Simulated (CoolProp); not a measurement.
Normal hydrogen along the isotherm 33.6 K: Z from the reference equation and from simpler models built on Tc = 33.1 K, pc = 12.96 bar, ω = -0.219; each cubic takes its own stable root.

The numbers come from the reference Helmholtz-energy equation of state, Leachman 2009 in CoolProp.

```csv
p (bar),phase,reference
0.205,gas,0.9950
0.319,gas,0.9923
0.497,gas,0.9879
0.774,gas,0.9811
1.2,gas,0.9704
1.88,gas,0.9531
2.92,gas,0.9256
4.55,gas,0.8798
7.08,gas,0.8003
11,gas,0.6369
17.2,supercritical,0.2597
26.7,supercritical,0.3507
41.6,supercritical,0.5000
64.8,supercritical,0.7220
```

**Question.** How far does each simpler model (van der Waals, Redlich-Kwong, Soave-Redlich-Kwong, Peng-Robinson) lie from the reference over these 14 states: mean and median of the absolute difference, and the worst?

**Answer.** 
- van der Waals: mean 7.9 %, median 0.8 %, worst +27.6 % at 33.6 K and 17.2 bar
- Redlich-Kwong: mean 1.3 %, median 0.3 %, worst +9.7 % at 33.6 K and 17.2 bar
- Soave-Redlich-Kwong: mean 1.2 %, median 0.3 %, worst +7.9 % at 33.6 K and 17.2 bar
- Peng-Robinson: mean 3.4 %, median 1.7 %, worst -12.3 % at 33.6 K and 64.8 bar
